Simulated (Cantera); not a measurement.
Input (Python, Cantera) and output of one run.

```python
import numpy as np
import cantera as ct

gas_names = """
    CL CL2 H HCL H2 Si SiCL SiCL2 SiCL3 SiCL4 SiH SiHCL3 SiH2 SiH2CL2 SiH3 SiH3CL SiH4 Si2 Si3
""".split()
cond_names = """
    Si(cr) Si(L)
""".split()


# ... load() reads the species with a 1 bar reference pressure and builds the phases ...
atoms = {
    'SiCl4': {'Si': 1, 'CL': 4},
    'H2': {'H': 2},
}
top_T = {}  # K; cautious upper limits of use, not melting points


# ... equilibrate(T, P, feed) seeds the gas with the atoms and calls Mixture.equilibrate('TP', solver="vcs", rtol=1e-11, max_steps=5000) ...
results = []
feed = {'SiCl4': 1, 'H2': 2.3}  # mol
T = 1225  # K
P = 53000  # Pa
mix = equilibrate(T, P, feed)
results.append((T, P, feed, dict(zip(mix.species_names, mix.species_moles))))
print(gas.report(threshold=0.001))
for i in range(1, mix.n_phases):
    print(f"{mix.phase(i).name:16s} {mix.phase_moles(i):12.5e} mol")
```

Result:

```
       temperature   1225 K
          pressure   53000 Pa
           density   0.27055 kg/m^3
  mean mol. weight   51.993 kg/kmol
   phase of matter   gas

                          1 kg             1 kmol
                     ---------------   ---------------
          enthalpy       -2.7161e+06       -1.4122e+08  J
   internal energy        -2.912e+06        -1.514e+08  J
           entropy            5353.1        2.7833e+05  J/K
    Gibbs function       -9.2737e+06       -4.8217e+08  J
 heat capacity c_p            1014.3             52737  J/K
 heat capacity c_v            854.39             44422  J/K

                      mass frac. Y      mole frac. X     chem. pot. / RT
                     ---------------   ---------------   ---------------
               HCL          0.060465           0.08623           -36.966
                H2          0.023879           0.61585           -19.153
             SiCL2          0.017035         0.0089476           -60.073
             SiCL3          0.040993          0.015854           -87.462
             SiCL4           0.72581           0.22213           -114.85
            SiHCL3           0.12894          0.049498           -97.039
           SiH2CL2          0.002861         0.0014728           -79.226
     [  +12 minor]        1.5523e-05        1.2499e-05

Si(cr)            0.00000e+00 mol
```

Equilibrium computed with Cantera from the NASA thermochemical tables; the gas is ideal and each condensed phase is pure. The tables' values for SiCl3 are old estimates; treat these amounts as uncertain.
